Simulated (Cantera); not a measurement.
Charge: 1 mol C₃H₈, 0.25 mol H₂O, 0.66 mol H₂, at 1650 K and 0.975 Torr.

Cantera equilibrium calculation (NASA polynomials, part measured and part estimated; ideal gas, pure solids and liquids). Candidate condensed phases: C, C₆H₆, C₇H₈, C₈H₁₈, H₂O; 110 gas species. The numbers say what is thermodynamically allowed, not how fast it happens.

Base state: H₂ 0.949, CO 0.0484, H 0.00245, C₂H₂ (acetylene) 4.33e-5 (mole fractions); condensed: C(graphite).

Question: What changes in the equilibrium state with this change: H₂O from 0.25 to 0.11 mol?

Answer: 
```
species            before    after
----------------  -------  -------
H₂                  0.949    0.975
CO                 0.0484   0.0225
H                 0.00245  0.00249
C₂H₂ (acetylene)  4.33e-5  4.45e-5
C(graphite), mol     2.75     2.89
```
